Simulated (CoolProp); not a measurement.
Saturation properties of carbon dioxide (Tc = 304.1 K, pc = 73.77 bar, ω = 0.224).

Model: reference Helmholtz-energy equation of state, Span 1996, in CoolProp.

| T (K) | p (bar) | liquid cp (kJ/(kg K)) | vapour Z | surface tension (mN/m) | vapour viscosity (µPa s) | liquid conductivity (mW/(m K)) |
|---|---|---|---|---|---|---|
| 239.2 | 12.47 | 2.046 | 0.8524 | 11.3 | 12.1 | 149 |
| 243.3 | 14.35 | 2.074 | 0.8372 | 10.4 | 12.3 | 145 |
| 247.4 | 16.43 | 2.108 | 0.8211 | 9.57 | 12.6 | 140 |
| 251.5 | 18.71 | 2.147 | 0.8038 | 8.71 | 12.8 | 135 |
| 255.7 | 21.29 | 2.196 | 0.7850 | 7.85 | 13.1 | 130 |
| 259.8 | 24.05 | 2.252 | 0.7654 | 7.03 | 13.4 | 125 |
| 263.9 | 27.06 | 2.321 | 0.7445 | 6.22 | 13.7 | 120 |
| 268 | 30.33 | 2.405 | 0.7221 | 5.44 | 14.1 | 115 |
| 272.1 | 33.89 | 2.511 | 0.6981 | 4.67 | 14.5 | 110 |
| 276.2 | 37.75 | 2.647 | 0.6721 | 3.94 | 14.9 | 106 |
| 280.3 | 41.92 | 2.830 | 0.6439 | 3.23 | 15.4 | 101 |
| 284.4 | 46.43 | 3.087 | 0.6129 | 2.55 | 16.0 | 95.7 |
| 288.6 | 51.43 | 3.489 | 0.5774 | 1.89 | 16.7 | 90.6 |
| 292.7 | 56.69 | 4.160 | 0.5375 | 1.28 | 17.7 | 85.8 |
| 296.8 | 62.37 | 5.569 | 0.4893 | 0.735 | 19.1 | 81.6 |

Viscosity comes from a separate model (Laesecke 2017). Thermal conductivity comes from a separate model (Huber 2016). Surface tension comes from a separate correlation (Mulero 2012).
